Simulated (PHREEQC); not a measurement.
1.4 g of hydrous ferric oxide (600 m²/g; 0.2 weak and 0.005 strong sites per Fe, Dzombak-Morel constants, diffuse double layer) in 1 kg of water with 0.05 mol/kgw of an inert sodium salt and 0.0001 mol/kgw NaF, at 25 °C; the pH is set by adding NaOH or the inert anion's acid. O2 is buffered at 0.21 atm. No CO2 enters from the air. Precipitation was switched off in this run.

The series has 13 steps of pH, from 4 to 12.

Model: ion-association model, wateq4f.dat, run in PHREEQC.

Task: Near which pH is half of the F sorbed, and on which side is more sorbed?

Result: Near pH 6.8, with more sorbed at lower pH.
